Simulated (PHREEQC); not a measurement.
**Brine: speciation**

Consider water at 75 °C with 2.1 mol MgCl2, 0.41 mol Na2SO4 and 3.4 mol NaCl per kg of water. It is in equilibrium with CO2 at log p = -1 (atm). Otherwise closed; pH follows from the charge balance.

Computed with PHREEQC (Pitzer model, pitzer.dat).

Precipitation was switched off in this run.

Estimate the pH.

pH 3.86.

In which forms is C present?

CO2 87 %, HCO3- 13 % of the C.

Saturation is exceeded, for instance for Halite; the values hold only as long as no solid forms. Complexes and solids missing from the database can't appear. In brines, pH and single-ion activities rest on the MacInnes convention. Constants without temperature data keep their 25 °C values here.
